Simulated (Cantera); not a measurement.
A Cantera script and what it prints.

```python
import numpy as np
import cantera as ct

gas_names = """
    H HO2 H2 H2O H2O2 O OH O2 O3 Ti TiO TiO2
""".split()
cond_names = """
    H2O(s) H2O(L) Ti(a) Ti(b) Ti(L) TiO(a) TiO(b) TiO(L) TiO2(ru) TiO2(L) Ti2O3(a) Ti2O3(b) Ti2O3(L)
    Ti3O5(a) Ti3O5(b) Ti3O5(L) Ti4O7(s) Ti4O7(L)
""".split()


# ... load() reads the species with a 1 bar reference pressure and builds the phases ...
atoms = {
    'TiO2': {'Ti': 1, 'O': 2},
    'H2': {'H': 2},
}
top_T = {}  # K; cautious upper limits of use, not melting points


# ... equilibrate(T, P, feed) seeds the gas with the atoms and calls Mixture.equilibrate('TP', solver="vcs", rtol=1e-11, max_steps=5000) ...
results = []
T = 1475  # K
P = 80000  # Pa
for m in [2.5, 4.4, 7.9, 14, 25, 45, 80, 140, 260, 460]:
    feed = {'TiO2': 1, 'H2': m}  # mol
    mix = equilibrate(T, P, feed)
    results.append((T, P, feed, dict(zip(mix.species_names, mix.species_moles))))

top = {s: max(r[3][s] / sum(r[3][g] for g in gas_names) for r in results) for s in gas_names}
cols = sorted((s for s in top if top[s] > 1e-06), key=lambda s: -top[s])[:8]
seen = [c for c in cond_names if any(r[3].get(c, 0) > 1e-12 for r in results)]
print("log10 of partial pressures in bar; condensed amounts in mol")
print(f"{'n(H2)':>10s}" + "".join(f"{s[:9]:>10s}" for s in cols + seen))
for T, P, feed, n in results:
    ng = sum(n[g] for g in gas_names)
    print(f"{feed['H2']:10.4g}" + "".join(f"{np.log10(max(n[s] / ng * P / 1e5, 1e-99)):10.3f}" for s in cols)
          + "".join(f"{n.get(c, 0):10.4g}" for c in seen))
```

It prints:

```
log10 of partial pressures in bar; condensed amounts in mol
     n(H2)        H2       H2O         H  TiO2(ru)  Ti3O5(b)  Ti4O7(s)
       2.5    -0.103    -1.979    -4.938    0.8687         0   0.03282
       4.4    -0.103    -1.979    -4.938    0.7689         0   0.05776
       7.9    -0.103    -1.979    -4.938    0.5852         0    0.1037
        14    -0.103    -1.979    -4.938    0.2648         0    0.1838
        25    -0.101    -2.097    -4.938         0         0      0.25
        45    -0.099    -2.352    -4.937         0         0      0.25
        80    -0.098    -2.562    -4.936         0    0.0954    0.1784
       140    -0.098    -2.720    -4.936         0    0.3333         0
       260    -0.097    -2.989    -4.936         0    0.3333         0
       460    -0.097    -3.237    -4.936         0    0.3333         0
```

Cantera equilibrium calculation (NASA polynomials, part measured and part estimated; ideal gas, pure solids and liquids). Mutual solubility and eutectic melting of coexisting phases are not modelled. Condensed phases not in the tables: Magnéli phases beyond Ti4O7. Gases not in the tables: TiO(OH)2.
